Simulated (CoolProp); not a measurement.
Values from CoolProp's reference Helmholtz-energy equation of state, Lemmon 2005. It is a short technical equation, of lower accuracy than the large ones.

For cis-2-butene, give the phase and the speed of sound (m/s), Joule-Thomson coefficient (K/MPa), fugacity coefficient at 510.6 K and 6.13 MPa.


- 510.6 K and 6.13 MPa: supercritical; speed of sound 212, Joule-Thomson coefficient 6.96, fugacity coefficient 0.727
